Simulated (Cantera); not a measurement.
What does this Cantera script print?

```python
import numpy as np
import cantera as ct

gas = ct.Solution("gri30.yaml")
gas.TPX = 1250, 1333, {'N2O': 1, 'N2': 12}
inlet = ct.Reservoir(gas, clone=True)

reactor = ct.IdealGasConstPressureReactor(gas, energy="off", clone=False)
exhaust = ct.Reservoir(gas, clone=True)
tau = [3.7, 1.8, 0.9, 0.45, 0.22, 0.11, 0.054, 0.027, 0.013, 0.0066][0]
for a, b in ((inlet, reactor), (reactor, exhaust)):
    ct.MassFlowController(a, b, mdot=lambda t: reactor.mass / tau)
net = ct.ReactorNet([reactor])
show = ['N2O', 'NO2', 'N2', 'O', 'NO']

rows = []
print(f"{'tau/s':>10s}{'T/K':>9s}" + "".join(f"{s:>11s}" for s in show))
for tau in [3.7, 1.8, 0.9, 0.45, 0.22, 0.11, 0.054, 0.027, 0.013, 0.0066]:
    net.initial_time = 0.0
    net.advance(30 * tau)
    before = gas.X
    net.advance(40 * tau)
    drift = np.max(np.abs(gas.X - before) / (gas.X + 1e-9))
    rows.append([gas.T, *gas[show].X, drift])
    print(f"{tau:10.3e}{gas.T:9.1f}" + "".join(f"{x:11.3e}" for x in gas[show].X))
```

Output:

```
     tau/s      T/K        N2O        NO2         N2          O         NO
 3.700e+00   1250.0  7.133e-02  8.208e-08  9.256e-01  3.851e-06  6.777e-04
 1.800e+00   1250.0  7.410e-02  3.687e-08  9.244e-01  3.847e-06  3.421e-04
 9.000e-01   1250.0  7.549e-02  1.547e-08  9.237e-01  3.837e-06  1.738e-04
 4.500e-01   1250.0  7.620e-02  5.761e-09  9.234e-01  3.816e-06  8.726e-05
 2.200e-01   1250.0  7.657e-02  1.808e-09  9.232e-01  3.774e-06  4.239e-05
 1.100e-01   1250.0  7.675e-02  5.169e-10  9.232e-01  3.693e-06  2.079e-05
 5.400e-02   1250.0  7.684e-02  1.267e-10  9.231e-01  3.537e-06  9.786e-06
 2.700e-02   1250.0  7.688e-02  2.847e-11  9.231e-01  3.264e-06  4.519e-06
 1.300e-02   1250.0  7.690e-02  4.994e-12  9.231e-01  2.800e-06  1.867e-06
 6.600e-03   1250.0  7.691e-02  8.130e-13  9.231e-01  2.212e-06  7.489e-07
```

Cantera simulation using GRI-Mech 3.0 (53 species, 325 reactions); the numbers are that mechanism's predictions, not measurements. GRI-Mech 3.0 was tuned for natural gas; its chemistry of N2O as a main component is partial and can be far from experiment. Radical loss at walls, strong at low pressure, is not modelled. The mechanism lacks 2 NO + O2 → 2 NO2 and HONO, so NO2 and the effect of NO are under-described below about 1400 K.
